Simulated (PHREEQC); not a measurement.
0.3 g of hydrous ferric oxide (600 m²/g; 0.2 weak and 0.005 strong sites per Fe, Dzombak-Morel constants, diffuse double layer) in 1 kg of water with 0.005 mol/kgw of an inert sodium salt and 0.00069 mol NaF, at 25 °C; the pH is set by adding NaOH or the inert anion's acid. Oxygen is held at 0.21 atm. No CO2 enters from the air. Precipitation was switched off in this run.

Base run: PHREEQC, ion-association model, wateq4f.dat. Each further column changes one thing. The table gives surface charge σ (C/m²).

```json
[
 {"pH": "3", "base": "0.125", "background salt from 0.005 to 0.0005 mol/kgw": "0.091", "oxide from 0.3 to 1.5 g/kgw": "0.254", "0.00013 mol/kgw MgCl2 added": "0.127"},
 {"pH": "3.67", "base": "0.091", "background salt from 0.005 to 0.0005 mol/kgw": "0.054", "oxide from 0.3 to 1.5 g/kgw": "0.190", "0.00013 mol/kgw MgCl2 added": "0.093"},
 {"pH": "4.33", "base": "0.065", "background salt from 0.005 to 0.0005 mol/kgw": "0.034", "oxide from 0.3 to 1.5 g/kgw": "0.124", "0.00013 mol/kgw MgCl2 added": "0.067"},
 {"pH": "5", "base": "0.044", "background salt from 0.005 to 0.0005 mol/kgw": "0.022", "oxide from 0.3 to 1.5 g/kgw": "0.073", "0.00013 mol/kgw MgCl2 added": "0.046"},
 {"pH": "5.67", "base": "0.029", "background salt from 0.005 to 0.0005 mol/kgw": "0.014", "oxide from 0.3 to 1.5 g/kgw": "0.041", "0.00013 mol/kgw MgCl2 added": "0.030"},
 {"pH": "6.33", "base": "0.018", "background salt from 0.005 to 0.0005 mol/kgw": "0.008", "oxide from 0.3 to 1.5 g/kgw": "0.022", "0.00013 mol/kgw MgCl2 added": "0.019"},
 {"pH": "7", "base": "0.010", "background salt from 0.005 to 0.0005 mol/kgw": "0.005", "oxide from 0.3 to 1.5 g/kgw": "0.011", "0.00013 mol/kgw MgCl2 added": "0.010"},
 {"pH": "7.67", "base": "0.004", "background salt from 0.005 to 0.0005 mol/kgw": "0.002", "oxide from 0.3 to 1.5 g/kgw": "0.004", "0.00013 mol/kgw MgCl2 added": "0.004"},
 {"pH": "8.33", "base": "-0.002", "background salt from 0.005 to 0.0005 mol/kgw": "-0.001", "oxide from 0.3 to 1.5 g/kgw": "-0.002", "0.00013 mol/kgw MgCl2 added": "0.000"},
 {"pH": "9", "base": "-0.010", "background salt from 0.005 to 0.0005 mol/kgw": "-0.005", "oxide from 0.3 to 1.5 g/kgw": "-0.010", "0.00013 mol/kgw MgCl2 added": "-0.005"},
 {"pH": "9.67", "base": "-0.023", "background salt from 0.005 to 0.0005 mol/kgw": "-0.011", "oxide from 0.3 to 1.5 g/kgw": "-0.023", "0.00013 mol/kgw MgCl2 added": "-0.014"},
 {"pH": "10.33", "base": "-0.045", "background salt from 0.005 to 0.0005 mol/kgw": "-0.025", "oxide from 0.3 to 1.5 g/kgw": "-0.045", "0.00013 mol/kgw MgCl2 added": "-0.030"},
 {"pH": "11", "base": "-0.084", "background salt from 0.005 to 0.0005 mol/kgw": "-0.057", "oxide from 0.3 to 1.5 g/kgw": "-0.086", "0.00013 mol/kgw MgCl2 added": "-0.059"}
]
```

The oxide is taken as insoluble; below pH 4 it would dissolve.
